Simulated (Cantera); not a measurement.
Feed: 1 mol CH3SiH3, 0.59 mol C2H2, 480 mol H2, equilibrated at 2500 Pa.

Equilibrium computed with Cantera from the NASA thermochemical tables; the gas is ideal and each condensed phase is pure. Candidate condensed phases: C, C6H6, C7H8, C8H18, Si, SiC; 87 gas species. The feed counts by its element totals alone. Gases not in the tables: Si2H6 and higher silanes. The numbers say what is thermodynamically allowed, not how fast it happens.

### Question
Which condensed phases are stable at each of these points (T (°C)): 1627, 1702, 1777, 1852, 1927, 2002, 2077?

### Answer
| T (°C) | condensed phases | Si condensed (%) |
|---|---|---|
| 1627 | C(graphite) + SiC(s) | 98.8 |
| 1702 | C(graphite) + SiC(s) | 96.0 |
| 1777 | C(graphite) + SiC(s) | 87.5 |
| 1852 | SiC(s) | 62.2 |
| 1927 | gas only | 0.0 |
| 2002 | gas only | 0.0 |
| 2077 | gas only | 0.0 |

From 1627 °C to 1777 °C the condensed part is C(graphite) + SiC(s). At 1852 °C the condensed part is SiC(s). From 1927 °C to 2077 °C nothing is condensed.
